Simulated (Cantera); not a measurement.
An adiabatic, constant-pressure homogeneous reactor starts with CH4 : C2H6 : C3H8 : O2 : N2 = 1 : 0.07 : 0.095 : 4.86 : 18.3 (molar parts), at 1325 K and 2.96 atm. Integrator tolerance rtol = 1e-08.

Detailed kinetics in Cantera: GRI-Mech 3.0 (53 species, 325 reactions).

Question: What does this change do: constant volume in place of constant pressure?

Answer: 
```csv
quantity,before,after
time of steepest temperature rise,0.516 ms,0.482 ms
temperature at 0.200 s,2398 K,2609 K
equilibrium temperature,2398 K,2609 K
x(CH4) at 0.200 s,<1e-12 (gas-phase equilibrium <1e-12),<1e-12 (gas-phase equilibrium <1e-12)
x(C2H6) at 0.200 s,<1e-12 (gas-phase equilibrium <1e-12),<1e-12 (gas-phase equilibrium <1e-12)
x(C3H8) at 0.200 s,<1e-12 (gas-phase equilibrium <1e-12),<1e-12 (gas-phase equilibrium <1e-12)
x(CO) at 0.200 s,0.00238 (gas-phase equilibrium 0.00238),0.00497 (gas-phase equilibrium 0.00497)
x(CH2CO) at 0.200 s,<1e-12 (gas-phase equilibrium <1e-12),<1e-12 (gas-phase equilibrium <1e-12)
```
